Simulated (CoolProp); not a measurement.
Vapour-liquid equilibrium of sulfur dioxide (1) + toluene (2) at 0.0207 MPa; x and y are mole fractions of (1).

Values from CoolProp's multi-fluid Helmholtz-energy mixture model, Gao 2016 and Lemmon 2006; pair parameters Bell 2016.

Q: Give the bubble temperature and the first vapour's composition at x = 0.35, 0.65, 0.75. Is there an azeotrope?

A: x = 0.35: 251.5 K, y = 0.994; x = 0.65: 239.1 K, y = 0.999; x = 0.75: 236.9 K, y = 0.999. No azeotrope shows between x = 0.05 and 0.95.

The pair parameters rest on a limited set of measurements; away from them the model extrapolates. The gap from Raoult's law changes sign with composition, which may be real or a fault of the pair parameters; it wasn't checked against measurements.
